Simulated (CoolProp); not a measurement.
A single-stage vapour-compression cycle with nitrous oxide: evaporating at 214.15 K (dew point), condensing at 267.15 K (bubble point), superheat 5 K, subcooling 0 K, compressor efficiency 0.9, no pressure losses. Each further row changes one setting.

The numbers come from the reference Helmholtz-energy equation of state, Lemmon 2006 in CoolProp. It is a short technical equation, of lower accuracy than the large ones.

```csv
case,cooling COP,pressure ratio,discharge temperature (K),refrigerating effect (kJ/kg),volumetric capacity (kJ/m³)
as stated,2.60,5.95,341.7,242,2810
evaporating temperature 219.15 K,3.01,?,?,244,3460
condensing temperature 262.15 K,?,?,330.9,252,2940
subcooling 5 K,2.71,5.95,341.7,252,2940
superheat 15 K,2.55,5.95,355.3,251,?
compressor efficiency 0.8,?,5.95,352.7,242,2810
```

Problem. What belongs in the gaps?

Solution. 
- evaporating temperature 219.15 K, pressure ratio: 4.83
- evaporating temperature 219.15 K, discharge temperature (K): 332.5
- condensing temperature 262.15 K, cooling COP: 2.98
- condensing temperature 262.15 K, pressure ratio: 5.19
- superheat 15 K, volumetric capacity (kJ/m³): 2760
- compressor efficiency 0.8, cooling COP: 2.31
